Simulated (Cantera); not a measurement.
A Cantera script and what it prints.

```python
import numpy as np
import cantera as ct

gas_names = """
    F F2 N NF NF2 NF3 N2 Si SiF SiF2 SiF3 SiF4 SiN Si2 Si2N Si3
""".split()
cond_names = """
    Si(cr) Si(L) Si3N4(a)
""".split()


# ... load() reads the species with a 1 bar reference pressure and builds the phases ...
atoms = {
    'Si': {'Si': 1},
    'NF3': {'N': 1, 'F': 3},
    'N2': {'N': 2},
}
top_T = {'Si3N4(a)': 2400}  # K; cautious upper limits of use, not melting points


# ... equilibrate(T, P, feed) seeds the gas with the atoms and calls Mixture.equilibrate('TP', solver="vcs", rtol=1e-11, max_steps=5000) ...
results = []
T = 773.15  # K
P = 1000  # Pa
for m in [0.85, 1.1, 1.5, 2, 2.6, 3.4, 4.5, 5.9, 7.8]:
    feed = {'Si': 1, 'NF3': m, 'N2': 0.28}  # mol
    mix = equilibrate(T, P, feed)
    results.append((T, P, feed, dict(zip(mix.species_names, mix.species_moles))))

top = {s: max(r[3][s] / sum(r[3][g] for g in gas_names) for r in results) for s in gas_names}
cols = sorted((s for s in top if top[s] > 0.001), key=lambda s: -top[s])[:5]
seen = [c for c in cond_names if any(r[3].get(c, 0) > 1e-12 for r in results)]
print("log10 of partial pressures in bar; condensed amounts in mol")
print(f"{'n(NF3)':>10s}" + "".join(f"{s[:9]:>10s}" for s in cols + seen))
for T, P, feed, n in results:
    ng = sum(n[g] for g in gas_names)
    print(f"{feed['NF3']:10.4g}" + "".join(f"{np.log10(max(n[s] / ng * P / 1e5, 1e-99)):10.3f}" for s in cols)
          + "".join(f"{n.get(c, 0):10.4g}" for c in seen))
```

Result:

```
log10 of partial pressures in bar; condensed amounts in mol
    n(NF3)      SiF4        F2        N2       NF3         F  Si3N4(a)
      0.85    -2.237   -47.219    -2.376   -70.413   -25.875    0.1208
       1.1    -2.271   -47.222    -2.334   -70.396   -25.876   0.05833
       1.5    -2.358    -3.044    -2.349    -4.137    -3.787         0
         2    -2.508    -2.602    -2.418    -3.509    -3.566         0
       2.6    -2.637    -2.457    -2.469    -3.316    -3.494         0
       3.4    -2.765    -2.374    -2.510    -3.213    -3.453         0
       4.5    -2.896    -2.320    -2.544    -3.149    -3.426         0
       5.9    -3.020    -2.286    -2.569    -3.110    -3.408         0
       7.8    -3.146    -2.261    -2.590    -3.083    -3.396         0
```

Cantera equilibrium calculation (NASA polynomials, part measured and part estimated; ideal gas, pure solids and liquids).
